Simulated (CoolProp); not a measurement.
Carbon monoxide along the isotherm -177.75 °C: density (kg/m³) from the reference equation and from simpler models built on Tc = -140.3 °C, pc = 34.98 bar, ω = 0.050; each cubic takes its own stable root.

Model: reference Helmholtz-energy equation of state, Lemmon 2006, in CoolProp. It is a short technical equation, of lower accuracy than the large ones.

```json
[
 {"p (bar)": "5.83", "phase": "liquid", "reference": "730.0", "van der Waals": "23.42", "Redlich-Kwong": "720.8", "Soave-Redlich-Kwong": "719.9", "Peng-Robinson": "815.2"},
 {"p (bar)": "11.7", "phase": "liquid", "reference": "732.2", "van der Waals": "500.9", "Redlich-Kwong": "724.1", "Soave-Redlich-Kwong": "723.3", "Peng-Robinson": "818.6"},
 {"p (bar)": "17.5", "phase": "liquid", "reference": "734.4", "van der Waals": "504.9", "Redlich-Kwong": "727.3", "Soave-Redlich-Kwong": "726.5", "Peng-Robinson": "821.8"},
 {"p (bar)": "23.3", "phase": "liquid", "reference": "736.6", "van der Waals": "508.6", "Redlich-Kwong": "730.3", "Soave-Redlich-Kwong": "729.5", "Peng-Robinson": "824.8"},
 {"p (bar)": "29.2", "phase": "liquid", "reference": "738.7", "van der Waals": "512.1", "Redlich-Kwong": "733.3", "Soave-Redlich-Kwong": "732.6", "Peng-Robinson": "827.9"},
 {"p (bar)": "35", "phase": "liquid", "reference": "740.8", "van der Waals": "515.4", "Redlich-Kwong": "736.2", "Soave-Redlich-Kwong": "735.4", "Peng-Robinson": "830.7"},
 {"p (bar)": "40.8", "phase": "liquid", "reference": "742.8", "van der Waals": "518.4", "Redlich-Kwong": "739.0", "Soave-Redlich-Kwong": "738.2", "Peng-Robinson": "833.5"},
 {"p (bar)": "46.6", "phase": "liquid", "reference": "744.7", "van der Waals": "521.3", "Redlich-Kwong": "741.6", "Soave-Redlich-Kwong": "740.9", "Peng-Robinson": "836.2"},
 {"p (bar)": "52.5", "phase": "liquid", "reference": "746.6", "van der Waals": "524.1", "Redlich-Kwong": "744.3", "Soave-Redlich-Kwong": "743.6", "Peng-Robinson": "838.9"}
]
```

At some of these states van der Waals gives the other phase, because its saturation line lies elsewhere.
